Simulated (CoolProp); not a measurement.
Properties of 1-butene at several states.

The numbers come from the reference Helmholtz-energy equation of state, Lemmon 2005 in CoolProp. It is a short technical equation, of lower accuracy than the large ones.

| T (K) | p (bar) | phase | cv (kJ/(kg K)) | speed of sound (m/s) | Joule-Thomson coefficient (K/MPa) | expansivity (1/kK) |
|---|---|---|---|---|---|---|
| 280.1 | 0.341 | gas | 1.309 | 213.1 | 34.82 | 3.722 |
| 136.9 | 16.5 | liquid | 1.286 | 1836 | -0.5601 | 1.387 |
| 474.3 | 86.2 | supercritical | 2.221 | 221.3 | 4.191 | 11.70 |
| 142.9 | 0.198 | liquid | 1.283 | 1790 | -0.5577 | 1.400 |
